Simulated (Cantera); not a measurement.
A diamond (100) surface in a fixed gas of H2 with x(CH4) = 0.015, x(H) = 0.00029, x(CH3) = 0.00029, 0.220 bar; coverages are run to steady state.

Cantera simulation using the Harris–Goodwin 1993 mechanism for the reconstructed diamond (100) surface; the numbers are that mechanism's predictions, not measurements.

One state of this run: growth (µm/h) = 14.6; θ c6HH = 0.384; θ c6H* = 0.00946; θ c6*H = 0.208; θ c6** = 0.00327; θ c6HM = 0.296. θ: site fractions in the mechanism's names (c6HH fully hydrogenated, c6H* and c6*H radical sites, c6** diradical, c6HM methylated).

Which value of T (K) does it belong to?
(A) 1075
(B) 1325
(C) 1275
(D) 975

D, 975
